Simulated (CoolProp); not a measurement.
Saturation properties of hexamethyldisiloxane (MM).

Model: reference Helmholtz-energy equation of state, Thol 2016, in CoolProp.

```
T (K)  p (kPa)  liquid density (kg/m³)  vapour density (kg/m³)  liquid cp (kJ/(kg K))  surface tension (mN/m)
-----  -------  ----------------------  ----------------------  ---------------------  ----------------------
305.2    7.891                   752.0                  0.5102                  1.918                    14.8
322.8    17.31                   733.1                   1.066                  1.966                    13.3
340.5    34.47                   713.5                   2.037                  2.016                    11.8
358.2    63.18                   693.2                   3.609                    ___                     ___
375.9    108.1                     ___                   6.015                    ___                    8.87
393.6    174.6                   649.9                   9.550                  2.180                    7.50
411.2    268.1                   626.5                   14.57                  2.241                    6.18
428.9    396.4                   601.0                   21.66                  2.309                    4.92
446.6    566.7                   573.0                   31.60                  2.389                    3.72
```

Task: Complete the blanks.

Result: 
- 358.2, liquid cp (kJ/(kg K)): 2.068
- 358.2, surface tension (mN/m): 10.3
- 375.9, liquid density (kg/m³): 672.1
- 375.9, liquid cp (kJ/(kg K)): 2.123

It boils at 373.7 K under 1 atm.

Surface tension comes from a separate correlation (Mulero 2014), older than this fluid's equation and unchecked against measurements.
